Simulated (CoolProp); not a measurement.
A simple Rankine cycle with cis-2-butene: condensing at 290.15 K, boiler at 1.39 MPa, turbine inlet 522 K, turbine efficiency 0.8, pump efficiency 0.6, no recuperator. Each further row changes one setting.

Values from CoolProp's reference Helmholtz-energy equation of state, Lemmon 2005. It is a short technical equation, of lower accuracy than the large ones.

```json
[
 {"case": "as stated", "thermal efficiency (%)": "14.1", "net work (kJ/kg)": "115", "heat in (kJ/kg)": "819", "turbine exit temperature (K)": "460.6", "volume ratio over the turbine": "[?]"},
 {"case": "condensing temperature 282.15 K", "thermal efficiency (%)": "[?]", "net work (kJ/kg)": "130", "heat in (kJ/kg)": "[?]", "turbine exit temperature (K)": "453.2", "volume ratio over the turbine": "10.4"},
 {"case": "boiler pressure 0.973 MPa", "thermal efficiency (%)": "[?]", "net work (kJ/kg)": "98.9", "heat in (kJ/kg)": "825", "turbine exit temperature (K)": "471.6", "volume ratio over the turbine": "5.56"},
 {"case": "turbine efficiency 0.7", "thermal efficiency (%)": "12.3", "net work (kJ/kg)": "100", "heat in (kJ/kg)": "819", "turbine exit temperature (K)": "[?]", "volume ratio over the turbine": "[?]"}
]
```

Problem. Complete the blanks.

Solution. 
- as stated, volume ratio over the turbine: 7.91
- condensing temperature 282.15 K, thermal efficiency (%): 15.5
- condensing temperature 282.15 K, heat in (kJ/kg): 836
- boiler pressure 0.973 MPa, thermal efficiency (%): 12.0
- turbine efficiency 0.7, turbine exit temperature (K): 467.7
- turbine efficiency 0.7, volume ratio over the turbine: 8.04
